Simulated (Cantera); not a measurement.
Input: 1 mol BCl₃, 0.1 mol O₂, a varied amount of H₂, held at 552 °C and 0.0510 bar.

Method: chemical equilibrium by Gibbs-energy minimisation in Cantera with the NASA 1993 tables (ideal gas, pure condensed phases). Candidate condensed phases: B, B₂O₃, B₃O₃H₃, H₂O; 33 gas species. Gases not in the tables: BHCl₂. Equilibrium is a limit: real reactors are often held back by kinetics, nucleation or transport.

**Question.** What share of the B ends up in condensed phases as a function of n(H₂) (mol), at 15, 35, 55, 75, 95, 110, 130?

**Answer.** 
```
n(H₂) (mol)  B condensed (%)    as
-----------  ---------------  ----
15                       0.7  B(s)
35                       9.8  B(s)
55                      16.6  B(s)
75                      22.2  B(s)
95                      27.0  B(s)
110                     30.2  B(s)
130                     34.0  B(s)
```
